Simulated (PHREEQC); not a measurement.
Acid mine or pickling water (model solution)

Synthetic water in mmol/kgw, 25 °C, pH 2.57, pe 11.4:

```tsv
constituent	mmol/kgw
Na	16.8
K	1.47
Ca	2.32
Mg	3.02
Cl	10
S(6)	12
Cu(2)	0.00845
Ni	0.206
Fe(3)	0.0157
```

Cl is adjusted to close the charge balance.
Valence states are taken as typed.

All values are PHREEQC results (ion-association model, wateq4f.dat), not measurements.

Each row changes one thing in this solution. No solid was allowed to form.

```csv
case,ionic strength (mol/kgw),Mg+2 (mol/kgw),Ca+2 (mol/kgw),MgSO4 (mol/kgw),CaSO4 (mol/kgw),CaHSO4+ (mol/kgw),SI of Gypsum (CaSO4:2H2O),SI of Goethite (FeOOH)
as made,0.0410,0.00202,0.00164,0.000996,0.000671,1.28e-5,-0.89,+2.06
Ca from 2.32 to 4.64 mmol/kgw,(withheld),(withheld),0.00338,0.000925,0.00124,2.39e-5,-0.62,+2.08
Mg from 3.02 to 6.04 mmol/kgw,0.0474,(withheld),0.00170,(withheld),0.000603,1.17e-5,-0.93,+2.09
```

Q: What belongs in the gaps?

A: 
- Ca from 2.32 to 4.64 mmol/kgw, ionic strength (mol/kgw): 0.0461
- Ca from 2.32 to 4.64 mmol/kgw, Mg+2 (mol/kgw): 0.00210
- Mg from 3.02 to 6.04 mmol/kgw, Mg+2 (mol/kgw): 0.00424
- Mg from 3.02 to 6.04 mmol/kgw, MgSO4 (mol/kgw): 0.00180

Some of these states are supersaturated (in Hematite (slow to form), Goethite (slow to form), for instance).
